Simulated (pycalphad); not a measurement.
**Phase fractions of Cu-85.65Si (at.%)**

Computed with pycalphad from the COST 507 light-alloy database (1999), at 1 atm. The data set is of 1999 and partly superseded. Phase fractions are per mole of atoms. Diffusion is slow at the low end, where real alloys seldom reach equilibrium.

| T (°C) | liquid | diamond (Si) | CU19SI6_ETA |
|---|---|---|---|
| 1357 | 1.000 | - | - |
| 1277 | 0.648 | 0.352 | - |
| 1197 | 0.431 | 0.569 | - |
| 1117 | ? | ? | - |
| 1037 | 0.269 | 0.731 | - |
| 957 | 0.238 | 0.762 | - |
| 877 | 0.219 | 0.781 | - |
| 797 | - | 0.811 | 0.189 |
| 717 | - | 0.811 | 0.189 |
| 637 | - | 0.811 | 0.189 |
| 557 | - | 0.811 | 0.189 |
| 477 | - | 0.811 | 0.189 |
| 397 | - | 0.811 | 0.189 |
| 317 | - | 0.811 | 0.189 |
| 237 | - | 0.811 | 0.189 |

Question: Fill in the missing entries.

Answer: 
- 1117, liquid: 0.326
- 1117, diamond (Si): 0.674

Database names, with the compositions (at.%) that they take in these runs: CU19SI6_ETA: Cu 76 Si 24.
